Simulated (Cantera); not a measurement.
Charge: 1 mol Fe3O4, 2 mol C, 16 mol H2, at 650 °C.

Cantera equilibrium calculation (NASA polynomials, part measured and part estimated; ideal gas, pure solids and liquids). Candidate condensed phases: C, C6H6, C7H8, C8H18, Fe, Fe(CO)5, FeO, Fe(OH)2, Fe(OH)3, Fe2O3, Fe3O4, H2O; 114 gas species. The tables' stoichiometric FeO is somewhat more stable than real wüstite, so its field is too wide. FeO: taken at fixed stoichiometry. Kinetics and transport are ignored.

x: gas mole fraction; n: condensed amount in mol.

```json
[
 {"P (Pa)": "10", "x H2": "0.799", "x CH4": "1.82e-9", "x H2O": "0.0903", "x CO": "0.0903", "x CO2": "0.0208", "x C2H6": "<1e-12", "n Fe(α)": "3.00", "n FeO(s)": "0"},
 {"P (Pa)": "52", "x H2": "0.799", "x CH4": "4.92e-8", "x H2O": "0.0903", "x CO": "0.0903", "x CO2": "0.0208", "x C2H6": "<1e-12", "n Fe(α)": "3.00", "n FeO(s)": "0"},
 {"P (Pa)": "270", "x H2": "0.799", "x CH4": "1.33e-6", "x H2O": "0.0903", "x CO": "0.0903", "x CO2": "0.0208", "x C2H6": "<1e-12", "n Fe(α)": "3.00", "n FeO(s)": "0"},
 {"P (Pa)": "1400", "x H2": "0.799", "x CH4": "3.57e-5", "x H2O": "0.0903", "x CO": "0.0902", "x CO2": "0.0208", "x C2H6": "<1e-12", "n Fe(α)": "3.00", "n FeO(s)": "0"},
 {"P (Pa)": "7200", "x H2": "0.797", "x CH4": "0.000921", "x H2O": "0.0913", "x CO": "0.0895", "x CO2": "0.0209", "x C2H6": "…", "n Fe(α)": "3.00", "n FeO(s)": "0"},
 {"P (Pa)": "37000", "x H2": "0.776", "x CH4": "0.0161", "x H2O": "0.109", "x CO": "0.0766", "x CO2": "0.0219", "x C2H6": "…", "n Fe(α)": "3.00", "n FeO(s)": "0"},
 {"P (Pa)": "190000", "x H2": "0.755", "x CH4": "0.108", "x H2O": "0.109", "x CO": "0.0212", "x CO2": "0.00626", "x C2H6": "…", "n Fe(α)": "1.12", "n FeO(s)": "1.88"},
 {"P (Pa)": "1000000", "x H2": "0.749", "x CH4": "0.141", "x H2O": "0.109", "x CO": "0.00102", "x CO2": "0.000302", "x C2H6": "…", "n Fe(α)": "0.546", "n FeO(s)": "2.45"}
]
```

Question: Some entries are withheld; supply them.

Answer: 
- 7200, x C2H6: 9.04e-11
- 37000, x C2H6: 2.85e-8
- 190000, x C2H6: 1.30e-6
- 1000000, x C2H6: 2.26e-6
